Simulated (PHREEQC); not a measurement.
Synthetic water in mg/kgw, 30 °C, pH 6.51, pe 8.8:

| constituent | mg/kgw |
|---|---|
| Na | 27.6 |
| K | 0.0446 |
| Ca | 23.4 |
| Mg | 2.58 |
| Cl | 17.9 |
| S(6) as SO4 | 87.5 |
| Alkalinity as HCO3 | 9.45 |
| Si as SiO2 | 0.489 |
| O(0) (dissolved oxygen) | 0.0757 |
| Zn | 4.91 |
| Cd | 4.42 |
| N(5) as NO3 | 1.65 |

Valence states are taken as typed.

Model: ion-association model, phreeqc.dat, run in PHREEQC.

**Question.** The ionic strength comes out as 0.00407 mol/kgw. What activity coefficients do Ca+2, Mg+2, Cl-, Cd+2, K+ get?

**Answer.** Ca+2 0.76, Mg+2 0.76, Cl- 0.93, Cd+2 0.76, K+ 0.93.

Precipitation was switched off in this run. Species that the database lacks are ignored.
